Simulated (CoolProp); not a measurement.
Vapour-liquid equilibrium of propylene (1) + R114 (2) at 279.4 K; x and y are mole fractions of (1).

Computed with CoolProp (multi-fluid Helmholtz-energy mixture model, Lemmon 2013 and Platzer 1990; pair parameters Bell 2016). This equation is an older, rougher fit; its heat capacities, sound speeds and derivatives of the liquid may be far off and weren't checked against measurements.

Give the bubble pressure and the first vapour's composition at x = 0.35, 0.5, 0.8. Is there an azeotrope?

x = 0.35: 0.3722 MPa, y = 0.776; x = 0.5: 0.4580 MPa, y = 0.847; x = 0.8: 0.6018 MPa, y = 0.937. No azeotrope shows between x = 0.05 and 0.95.

Pair parameters are fitted to limited data, so mixtures are less certain than the pure fluids.
